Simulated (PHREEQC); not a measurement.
Consider water at 25 °C with 17 mmol/kgw HF, 130 mmol/kgw (CH3)4NF, 0.12 mmol/kgw (NH4)2SiF6 and 0.17 mmol/kgw H2SO4. Closed to the air; pH follows from the charge balance.

All values are PHREEQC results (ion-association model, phreeqc.dat), not measurements.

Each row changes one thing in this solution. Precipitation was switched off in this run.

```json
[
 {"case": "as made", "pH": "4.06", "ionic strength (mol/kgw)": "0.131", "F- (mol/kgw)": "0.124", "HF (mol/kgw)": "0.0117", "HF2- (mol/kgw)": "0.00555", "NH4SO4- (mol/kgw)": "1.67e-7", "SI of Quartz (SiO2)": "-8.13"},
 {"case": "0.088 mol/kgw HBr added", "pH": "2.60", "ionic strength (mol/kgw)": "0.134", "F- (mol/kgw)": "0.0333", "HF (mol/kgw)": "0.0907", "HF2- (mol/kgw)": "0.0115", "NH4SO4- (mol/kgw)": "1.50e-7", "SI of Quartz (SiO2)": "-10.55"},
 {"case": "temperature from 25 to 80 °C", "pH": "4.53", "ionic strength (mol/kgw)": "0.131", "F- (mol/kgw)": "0.124", "HF (mol/kgw)": "0.0113", "HF2- (mol/kgw)": "0.00598", "NH4SO4- (mol/kgw)": "1.48e-7", "SI of Quartz (SiO2)": "-5.04"},
 {"case": "(CH3)4NF left out", "pH": "2.49", "ionic strength (mol/kgw)": "___", "F- (mol/kgw)": "0.00300", "HF (mol/kgw)": "0.0137", "HF2- (mol/kgw)": "0.000158", "NH4SO4- (mol/kgw)": "3.17e-7", "SI of Quartz (SiO2)": "___"},
 {"case": "(NH4)2SiF6 from 0.00012 to 0.0006 mol/kgw", "pH": "4.06", "ionic strength (mol/kgw)": "___", "F- (mol/kgw)": "0.124", "HF (mol/kgw)": "0.0117", "HF2- (mol/kgw)": "0.00555", "NH4SO4- (mol/kgw)": "8.30e-7", "SI of Quartz (SiO2)": "-7.44"},
 {"case": "0.038 mol/kgw NH3 added", "pH": "9.45", "ionic strength (mol/kgw)": "0.148", "F- (mol/kgw)": "0.148", "HF (mol/kgw)": "5.52e-8", "HF2- (mol/kgw)": "3.11e-8", "NH4SO4- (mol/kgw)": "1.13e-5", "SI of Quartz (SiO2)": "-0.12"}
]
```

Task: Complete the blanks.

Result: 
- (CH3)4NF left out, ionic strength (mol/kgw): 0.00396
- (CH3)4NF left out, SI of Quartz (SiO2): -4.97
- (NH4)2SiF6 from 0.00012 to 0.0006 mol/kgw, ionic strength (mol/kgw): 0.132

Complexes and solids missing from the database can't appear. (CH3)4N+ isn't in the database: it is added as a free cation with an ion size of 4 Å. At this temperature some constants are extrapolated from 25 °C, and those without enthalpy data are left unchanged. SiF6-2 is the database's only silicon fluoride.
